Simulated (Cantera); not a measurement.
## Calcination and drying: CaCO₃ + H₂O + CO₂

A closed system holds: 1 mol CaCO₃, 0.12 mol H₂O, 2 mol CO₂, equilibrated at 923.15 K and 1.60 mbar.

These are equilibrium values from Cantera (NASA tables, ideal gas, pure condensed phases), not measurements of a reactor. Candidate condensed phases: C, C₆H₆, C₇H₈, C₈H₁₈, Ca, CaCO₃, CaO, Ca(OH)₂, H₂O; 115 gas species. Kinetics and transport are ignored.

- x(CO₂) = 0.962
- x(H₂O) = 0.0385
- n(CaO(s)) = 1.00 mol
- gas amount = 3.120 mol
- log10 activity of Ca(OH)₂(s) (absent) = -5.11
- log10 activity of C(graphite) (absent) = -15.52
- log10 activity of Ca(s) (absent) = -25.59
